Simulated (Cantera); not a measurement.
Input: 1 mol SiHCl3, 0.025 mol HCl, 240 mol H2, at 2127 °C and 750 Torr.

Equilibrium computed with Cantera from the NASA thermochemical tables; the gas is ideal and each condensed phase is pure. Candidate condensed phases: Si; 19 gas species. The tables' values for SiCl are old estimates; treat these amounts as uncertain. Gases not in the tables: Si2H6 and higher silanes. Kinetics and transport are ignored.

**Question.** What is the equilibrium state?

**Answer.** 
- x(H2) = 0.969
- x(H) = 0.0157
- x(HCl) = 0.0116
- x(Si) = 0.00218
- x(SiH2) = 0.000680
- x(SiH) = 0.000663
- x(SiCl2) = 0.000224
- x(SiCl) = 0.000153
- x(Cl) = 0.000134
- n(Si(l)) = 0.0151 mol
- gas amount = 244.6 mol
